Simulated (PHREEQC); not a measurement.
Nickel, zinc or cadmium bath with alkaline etch or developer: speciation

Solution A (0.041 mol NiSO4 and 0.029 mol KCl per kg of water) is mixed with solution B (40 mmol/kgw KOH) at 25 °C; shares are by mass of water, 1 kg in all. Oxygen alone is held at its pressure in air (log pO2 = -0.68). The system is closed to CO2. Only these solids could form: Ni(OH)2, Ni4(OH)6SO4, Morenosite.

Model: ion-association model, wateq4f.dat, run in PHREEQC.

```tsv
share of solution B	pH	Ni(OH)2 (mol)	Ni in solution (mol/kgw)	Ni+2 (mol/kgw)	SO4-2 (mol/kgw)
0	6.08	0	0.0410	0.0259	0.0250
0.1	6.45	0.00200	0.0349	0.0222	0.0231
0.2	6.49	0.00400	0.0288	0.0184	0.0213
0.3	6.53	0.00600	0.0227	0.0146	0.0194
0.4	6.59	0.00800	0.0166	0.0108	0.0174
0.5	6.67	0.01000	0.0105	0.00685	0.0155
0.6	6.85	0.0120	0.00440	0.00289	0.0135
0.7	11.44	0.0123	2.75e-8	1.77e-12	0.0110
0.8	12.11	0.00820	1.04e-7	8.22e-14	0.00731
0.9	12.36	0.00410	1.80e-7	2.53e-14	0.00363
1	12.52	0	0	0	0
```

Ni(OH)2 from share of solution B = 0.1 (pH 6.45), last present at share of solution B = 0.9.

The database's Ni(OH)2 is the aged solid; a fresh precipitate is more soluble.
